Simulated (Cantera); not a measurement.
Equilibrium for hydrogen reduction and annealing atmospheres: PbO + H2

A closed system holds: 1 mol PbO, 33 mol H2, at 750 Torr.

Equilibrium computed with Cantera from the NASA thermochemical tables; the gas is ideal and each condensed phase is pure. Candidate condensed phases: H2O, Pb, PbO, PbO2, Pb3O4; 12 gas species. Rates play no part.

| T (K) | log p H2 | log p H2O | log p Pb | log p H | n Pb(l) |
|---|---|---|---|---|---|
| 1473 | -0.02 | -1.53 | -1.73 | -4.91 | 0.366 |
| 1498 | -0.02 | -1.53 | -1.62 | -4.78 | 0.185 |
| 1523 | -0.03 | -1.53 | -1.53 | -4.65 | 0 |
| 1548 | -0.03 | -1.53 | -1.53 | -4.52 | 0 |
| 1573 | -0.03 | -1.53 | -1.53 | -4.40 | 0 |
| 1598 | -0.03 | -1.53 | -1.53 | -4.29 | 0 |
| 1623 | -0.03 | -1.53 | -1.53 | -4.17 | 0 |
| 1648 | -0.03 | -1.53 | -1.53 | -4.06 | 0 |
| 1673 | -0.03 | -1.53 | -1.53 | -3.96 | 0 |
log p: log10 of the partial pressure in bar; n: condensed amount in mol.

From 1473 K to 1498 K the condensed part is Pb(l). From 1523 K to 1673 K nothing is condensed. The main Pb-bearing gas is Pb throughout.
